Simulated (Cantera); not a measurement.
Input (Python, Cantera):

```python
import numpy as np
import cantera as ct

gas = ct.Solution("gri30.yaml", transport_model="multicomponent")
show = ['C2H2', 'O', 'OH']

rows = []
print(f"{'T/K':>7s}{'rho':>11s}{'cp':>10s}{'mu':>11s}{'lambda':>11s}{'Pr':>7s}" + "".join(f"{'D_' + s:>11s}" for s in show))
for T in [400, 550, 700, 850, 1000, 1150, 1300, 1450, 1600]:
    gas.TPX = T, 100000, {'N2O': 0.68}
    Pr = gas.cp_mass * gas.viscosity / gas.thermal_conductivity
    D = [gas.mix_diff_coeffs_mole[gas.species_index(s)] for s in show]
    rows.append([gas.density, gas.cp_mass, gas.viscosity, gas.thermal_conductivity, Pr, *D])
    print(f"{T:7g}{gas.density:11.4e}{gas.cp_mass:10.1f}{gas.viscosity:11.4e}"
          f"{gas.thermal_conductivity:11.4e}{Pr:7.3f}" + "".join(f"{d:11.4e}" for d in D))
print("SI units: kg/m3, J/kg/K, Pa s, W/m/K, m2/s")
```

Output:

```
    T/K        rho        cp         mu     lambda     Pr     D_C2H2        D_O       D_OH
    400 1.3234e+00     970.3 1.9459e-05 2.5299e-02  0.746 2.1306e-05 4.2546e-05 4.1611e-05
    550 9.6246e-01    1073.4 2.5486e-05 3.6724e-02  0.745 3.8170e-05 7.4249e-05 7.2618e-05
    700 7.5622e-01    1150.2 3.0799e-05 4.7670e-02  0.743 5.8627e-05 1.1229e-04 1.0982e-04
    850 6.2277e-01    1209.9 3.5602e-05 5.8097e-02  0.741 8.2305e-05 1.5609e-04 1.5266e-04
   1000 5.2935e-01    1254.7 4.0022e-05 6.7878e-02  0.740 1.0894e-04 2.0524e-04 2.0073e-04
   1150 4.6031e-01    1285.1 4.4145e-05 7.6847e-02  0.738 1.3835e-04 2.5944e-04 2.5374e-04
   1300 4.0720e-01    1311.4 4.8030e-05 8.5477e-02  0.737 1.7036e-04 3.1843e-04 3.1143e-04
   1450 3.6507e-01    1334.0 5.1721e-05 9.3781e-02  0.736 2.0487e-04 3.8201e-04 3.7362e-04
   1600 3.3085e-01    1353.3 5.5249e-05 1.0177e-01  0.735 2.4176e-04 4.5002e-04 4.4013e-04
SI units: kg/m3, J/kg/K, Pa s, W/m/K, m2/s
```

Cantera simulation using GRI-Mech 3.0 (53 species, 325 reactions); the numbers are that mechanism's predictions, not measurements. The composition is frozen, though it would react at the higher temperatures.
